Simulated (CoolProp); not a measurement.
A Linde-Hampson liquefier for nitrogen: isothermal reversible compression at 250 K from 1 atm to 5 MPa, throttling to 1 atm, return gas leaving the recuperator 5 K below the feed. Each further row changes one setting.

Model: reference Helmholtz-energy equation of state, Span 2000, in CoolProp.

| case | liquid yield per pass | compression work (kJ/kg of gas) |
|---|---|---|
| as stated | 0.027 | 287 |
| high pressure 10 MPa | [?] | 336 |
| warm-end temperature 280 K | [?] | 323 |
| warm-end gap 10 K | [?] | 287 |

Task: Fill in the missing entries.

Result: 
- high pressure 10 MPa, liquid yield per pass: 0.064
- warm-end temperature 280 K, liquid yield per pass: 0.017
- warm-end gap 10 K, liquid yield per pass: 0.013
